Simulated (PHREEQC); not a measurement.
Spent oxide etchant: speciation

Solution (53 °C): 1.7 mmol/kgw NH4HF2, 1.4 mmol/kgw (NH4)2SiF6, 0.052 mmol/kgw H3BO3 and 11 mmol/kgw HCl. It is in equilibrium with CO2 at log p = -3.5 (atm). Otherwise closed; pH follows from the charge balance.

The numbers come from PHREEQC with the ion-association model, phreeqc.dat.

Each row changes one thing in this solution. No solid was allowed to form.

```json
[
 {"case": "as made", "pH": "2.12", "ionic strength (mol/kgw)": "0.0138", "HF (mol/kgw)": "0.00661", "HF2- (mol/kgw)": "1.12e-5", "NH3 (mol/kgw)": "1.78e-9", "HCO3- (mol/kgw)": "4.47e-10"},
 {"case": "NH4HF2 from 0.0017 to 0.00153 mol/kgw", "pH": "2.11", "ionic strength (mol/kgw)": "0.0136", "HF (mol/kgw)": "0.00652", "HF2- (mol/kgw)": "?", "NH3 (mol/kgw)": "1.70e-9", "HCO3- (mol/kgw)": "?"},
 {"case": "(NH4)2SiF6 replaced by NaHF2 at the same molality", "pH": "2.13", "ionic strength (mol/kgw)": "0.0114", "HF (mol/kgw)": "?", "HF2- (mol/kgw)": "8.56e-6", "NH3 (mol/kgw)": "6.93e-10", "HCO3- (mol/kgw)": "4.51e-10"},
 {"case": "diluted 10-fold with water", "pH": "3.02", "ionic strength (mol/kgw)": "0.00145", "HF (mol/kgw)": "0.000825", "HF2- (mol/kgw)": "1.27e-6", "NH3 (mol/kgw)": "?", "HCO3- (mol/kgw)": "3.28e-9"},
 {"case": "H3BO3 left out", "pH": "2.12", "ionic strength (mol/kgw)": "0.0138", "HF (mol/kgw)": "0.00665", "HF2- (mol/kgw)": "?", "NH3 (mol/kgw)": "1.78e-9", "HCO3- (mol/kgw)": "4.47e-10"}
]
```

Q: Complete the blanks.

A: 
- NH4HF2 from 0.0017 to 0.00153 mol/kgw, HF2- (mol/kgw): 1.08e-5
- NH4HF2 from 0.0017 to 0.00153 mol/kgw, HCO3- (mol/kgw): 4.42e-10
- (NH4)2SiF6 replaced by NaHF2 at the same molality, HF (mol/kgw): 0.00576
- diluted 10-fold with water, NH3 (mol/kgw): 1.54e-9
- H3BO3 left out, HF2- (mol/kgw): 1.13e-5

Species that the database lacks are ignored. Some of these states are supersaturated (in Quartz (slow to form), Chalcedony (slow to form), for instance). Constants without temperature data keep their 25 °C values here. SiF6-2 is the database's only silicon fluoride. Real BF4- forms and hydrolyses slowly; the run takes it at equilibrium.
